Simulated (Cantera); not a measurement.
Feed: 1 mol Fe, 0.13 mol CO, 6.1 mol H₂, held at 22.0 mbar.

Cantera equilibrium calculation (NASA polynomials, part measured and part estimated; ideal gas, pure solids and liquids). Candidate condensed phases: C, C₆H₆, C₇H₈, C₈H₁₈, Fe, Fe(CO)₅, FeO, Fe(OH)₂, Fe(OH)₃, Fe₂O₃, Fe₃O₄, H₂O; 114 gas species. Kinetics and transport are ignored.

**Question.** Which condensed phases are stable at each of these points (T (°C)): 802, 952, 1102, 1252, 1402, 1552, 1702?

**Answer.** 
| T (°C) | condensed phases | Fe condensed (%) |
|---|---|---|
| 802 | Fe(α) | 100.0 |
| 952 | Fe(γ) | 100.0 |
| 1102 | Fe(γ) | 100.0 |
| 1252 | Fe(γ) | 100.0 |
| 1402 | Fe(δ) | 99.9 |
| 1552 | Fe(l) | 98.8 |
| 1702 | Fe(l) | 92.1 |

At 802 °C the condensed part is Fe(α). From 952 °C to 1252 °C the condensed part is Fe(γ). At 1402 °C the condensed part is Fe(δ). From 1552 °C to 1702 °C the condensed part is Fe(l).
